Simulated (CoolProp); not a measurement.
Vapour pressure (MPa) of carbon monoxide: the reference equation beside estimates from Tc = -140.3 °C, pc = 3.498 MPa, ω = 0.050.

The numbers come from the reference Helmholtz-energy equation of state, Lemmon 2006 in CoolProp. It is a short technical equation, of lower accuracy than the large ones.

```csv
T (°C),reference,Redlich-Kwong,Peng-Robinson
-169.85,0.6895,0.6999,0.6905
-167.85,0.7899,0.8047,0.7912
-165.85,0.9004,0.9200,0.9021
-163.95,1.015,1.039,1.017
-161.95,1.147,1.176,1.150
-160.05,1.283,1.317,1.287
-158.05,1.439,1.477,1.444
-156.05,1.607,1.650,1.614
-154.15,1.780,1.826,1.789
-152.15,1.976,2.025,1.986
-150.25,2.177,2.226,2.189
-148.25,2.404,2.452,2.417
-146.35,2.636,2.680,2.649
-144.35,2.898,2.934,2.911
```

Absolute difference from the reference over all 14 rows, mean and median: Redlich-Kwong 2.2 and 2.3 %, Peng-Robinson 0.4 and 0.4 %.
